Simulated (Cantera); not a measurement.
B2H6 + NH3 + H2 (boron, boron nitride and boron oxide)

Feed: 1 mol B2H6, 3 mol NH3, 0.62 mol H2, equilibrated at 1648 K and 1200 Pa.

Equilibrium computed with Cantera from the NASA thermochemical tables; the gas is ideal and each condensed phase is pure. Candidate condensed phases: B, BN; 15 gas species. The feed counts by its element totals alone. The numbers say what is thermodynamically allowed, not how fast it happens.

| Property | Value |
|---|---|
| x(H2) | 0.941 |
| x(N2) | 0.0580 |
| x(H) | 0.000789 |
| n(BN(s)) | 2.00 mol |
| gas amount | 8.623 mol |
| log10 activity of B(s) (absent) | -1.77 |
